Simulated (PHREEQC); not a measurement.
Metal-bearing waste water: speciation

Make-up at 25 °C: 0.0078 mol FeCl3, 0.03 mol H2SO4 and 4.2e-05 mol NaCl per kg of water. Closed to the air; pH follows from the charge balance.

Model: ion-association model, phreeqc.dat, run in PHREEQC.

Precipitation was switched off in this run.

### Question
Predict the pH.

### Answer
pH 1.43.

### Question
In which forms is S present?

### Answer
HSO4- 50 %, SO4-2 26 %, FeSO4+ 18 %, FeHSO4+2 3.5 %, Fe(SO4)2- 2.7 % of the S.

Saturation is exceeded, for instance for Hematite (slow to form), Goethite (slow to form); the values hold only as long as no solid forms. Species that the database lacks are ignored.
